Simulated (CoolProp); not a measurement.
Saturated liquid density (kg/m³) of R1336mzz(Z): the reference equation beside estimates from Tc = 444.5 K, pc = 2.904 MPa, ω = 0.386. Rackett uses Z = 0.29056 − 0.08775 ω.

Values from CoolProp's reference Helmholtz-energy equation of state, McLinden 2020.

```tsv
T (K)	reference	Rackett	van der Waals	Redlich-Kwong	Soave-Redlich-Kwong	Peng-Robinson
351.3	(withheld)	1199	672.0	952.5	1023	1160
354.8	1202	1188	665.8	(withheld)	1012	1148
358.3	1190	1176	659.4	929.9	1000	1135
361.8	1179	1164	(withheld)	918.2	988.1	1121
365.3	1167	1152	646.3	906.2	975.8	1108
368.8	1154	1140	639.5	894.0	963.1	1093
372.3	1142	1128	632.5	881.4	950.0	1078
375.8	1129	1115	625.4	868.5	936.5	1063
379.3	1116	1102	618.0	855.3	922.6	1047
382.9	1102	1088	610.3	841.4	907.8	1030
```

Task: Fill in the missing entries.

Result: 
- 351.3, reference: 1213
- 354.8, Redlich-Kwong: 941.3
- 361.8, van der Waals: 652.9

Absolute difference from the reference over all 10 rows, mean and median: Rackett 1.2 and 1.2 %, van der Waals 44.6 and 44.6 %, Redlich-Kwong 22.5 and 22.4 %, Soave-Redlich-Kwong 16.5 and 16.5 %, Peng-Robinson 5.3 and 5.2 %.
